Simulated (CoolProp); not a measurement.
The fluid at 324.44 K and 0.336 MPa (stagnation) flows isentropically through a choked orifice. The same conditions are run with several fluids, on thermodynamics alone (safety and materials aside).

Model: reference Helmholtz-energy equation of state of each fluid (vinyl chloride: Thol 2022; c-C4F8 (RC318): Platzer 1990; R1132(E): Akasaka 2024; isobutene: Lemmon 2005), in CoolProp. The equations of Platzer and Polt are older, rougher fits.

| fluid | throat to inlet pressure ratio | mass flux (kg/(m² s)) | throat temperature (K) |
|---|---|---|---|
| vinyl chloride | ___ | 1060 | ___ |
| c-C4F8 (RC318) | 0.603 | ___ | ___ |
| R1132(E) | 0.574 | 1060 | ___ |
| isobutene | ___ | ___ | 308.1 |

Problem. What belongs in the gaps?

Solution. 
- vinyl chloride, throat to inlet pressure ratio: 0.571
- vinyl chloride, throat temperature (K): 297.0
- c-C4F8 (RC318), mass flux (kg/(m² s)): 1830
- c-C4F8 (RC318), throat temperature (K): 315.1
- R1132(E), throat temperature (K): 300.4
- isobutene, throat to inlet pressure ratio: 0.591
- isobutene, mass flux (kg/(m² s)): 985
